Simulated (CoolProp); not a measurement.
Vapour-liquid equilibrium of methanol (1) + ethanol (2) at 31 bar; x and y are mole fractions of (1).

Model: multi-fluid Helmholtz-energy mixture model, de Reuck 1993 and Schroeder 2014; pair parameters Bell 2016, in CoolProp.

```json
[
 {"x": "0.05", "bubble temperature, mixture model (K)": "474.3", "bubble temperature, Raoult's law (K)": "474.3", "y, mixture model": "0.060", "y, Raoult's law": "0.066"},
 {"x": "0.15", "bubble temperature, mixture model (K)": "472.7", "bubble temperature, Raoult's law (K)": "472.5", "y, mixture model": "0.175", "y, Raoult's law": "0.193"},
 {"x": "0.25", "bubble temperature, mixture model (K)": "___", "bubble temperature, Raoult's law (K)": "470.8", "y, mixture model": "0.285", "y, Raoult's law": "0.311"},
 {"x": "0.35", "bubble temperature, mixture model (K)": "___", "bubble temperature, Raoult's law (K)": "469.2", "y, mixture model": "0.391", "y, Raoult's law": "0.422"},
 {"x": "0.45", "bubble temperature, mixture model (K)": "___", "bubble temperature, Raoult's law (K)": "467.6", "y, mixture model": "___", "y, Raoult's law": "0.526"},
 {"x": "0.55", "bubble temperature, mixture model (K)": "466.7", "bubble temperature, Raoult's law (K)": "466.1", "y, mixture model": "0.595", "y, Raoult's law": "0.624"},
 {"x": "0.65", "bubble temperature, mixture model (K)": "465.2", "bubble temperature, Raoult's law (K)": "464.6", "y, mixture model": "0.692", "y, Raoult's law": "0.716"},
 {"x": "0.75", "bubble temperature, mixture model (K)": "463.7", "bubble temperature, Raoult's law (K)": "463.1", "y, mixture model": "0.785", "y, Raoult's law": "0.803"},
 {"x": "0.85", "bubble temperature, mixture model (K)": "462.1", "bubble temperature, Raoult's law (K)": "461.7", "y, mixture model": "0.875", "y, Raoult's law": "0.885"},
 {"x": "0.95", "bubble temperature, mixture model (K)": "460.5", "bubble temperature, Raoult's law (K)": "460.3", "y, mixture model": "___", "y, Raoult's law": "0.963"}
]
```

**Question.** What belongs in the gaps?

**Answer.** 
- 0.25, bubble temperature, mixture model (K): 471.1
- 0.35, bubble temperature, mixture model (K): 469.6
- 0.45, bubble temperature, mixture model (K): 468.2
- 0.45, y, mixture model: 0.495
- 0.95, y, mixture model: 0.960

The largest gap from Raoult's law is +0.6 K in bubble temperature, at x = 0.65. No azeotrope shows between x = 0.05 and 0.95.

The pair parameters rest on a limited set of measurements; away from them the model extrapolates.
